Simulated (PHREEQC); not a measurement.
Make-up at 19 °C: 35 mmol/kgw NaHCO3 and 5.9 mmol/kgw KOH. Closed to the air; pH follows from the charge balance.

Equilibrium calculation in PHREEQC: ion-association model, phreeqc.dat.

Q: The ionic strength comes out as 0.0442 mol/kgw. What activity coefficients do NaCO3-, HCO3-, K+, Na+, CO3-2 get?

A: NaCO3- 0.83, HCO3- 0.84, K+ 0.82, Na+ 0.83, CO3-2 0.49.

No solid was allowed to form.
